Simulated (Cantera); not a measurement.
# Thermodynamics of silicon carbide growth, feed CH3SiH3 + CH4 + H2

A closed system holds: 1 mol CH3SiH3, 0.077 mol CH4, 1200 mol H2, held at 100 Torr.

Equilibrium computed with Cantera from the NASA thermochemical tables; the gas is ideal and each condensed phase is pure. Candidate condensed phases: C, C6H6, C7H8, C8H18, Si, SiC; 87 gas species. The feed counts by its element totals alone. Gases not in the tables: Si2H6 and higher silanes. Equilibrium is a limit: real reactors are often held back by kinetics, nucleation or transport.

From 1175 K to 2175 K the condensed part is SiC(s). At 2275 K nothing is condensed.

| T (K) | log p H2 | log p H | log p Si | log p C2H2 (acetylene) | log p SiH | log p CH4 | log p SiH2 | log p Si2C | n SiC(s) |
|---|---|---|---|---|---|---|---|---|---|
| 1175 | -0.88 | -7.35 | <-12 | -11.27 | -12.70 | -5.07 | -10.26 | <-12 | 1.000 |
| 1275 | -0.88 | -6.57 | -12.02 | -9.86 | -11.47 | -5.07 | -9.48 | <-12 | 1.000 |
| 1375 | -0.88 | -5.90 | -10.74 | -8.66 | -10.43 | -5.07 | -8.82 | <-12 | 1.000 |
| 1475 | -0.88 | -5.32 | -9.64 | -7.62 | -9.52 | -5.07 | -8.24 | -12.54 | 1.000 |
| 1575 | -0.88 | -4.82 | -8.66 | -6.75 | -8.72 | -5.09 | -7.72 | -11.23 | 1.000 |
| 1675 | -0.88 | -4.37 | -7.74 | -6.09 | -7.96 | -5.16 | -7.21 | -10.03 | 0.999 |
| 1775 | -0.88 | -3.98 | -6.84 | -5.70 | -7.19 | -5.32 | -6.66 | -8.87 | 0.996 |
| 1875 | -0.88 | -3.62 | -5.99 | -5.43 | -6.46 | -5.50 | -6.13 | -7.80 | 0.980 |
| 1975 | -0.88 | -3.30 | -5.26 | -5.12 | -5.84 | -5.63 | -5.69 | -6.87 | 0.916 |
| 2075 | -0.88 | -3.01 | -4.67 | -4.73 | -5.35 | -5.68 | -5.35 | -6.10 | 0.706 |
| 2175 | -0.88 | -2.75 | -4.16 | -4.31 | -4.93 | -5.71 | -5.08 | -5.43 | 0.0999 |
| 2275 | -0.89 | -2.51 | -4.07 | -4.25 | -4.92 | -5.89 | -5.20 | -5.73 | 0 |
log p: log10 of the partial pressure in bar; n: condensed amount in mol.
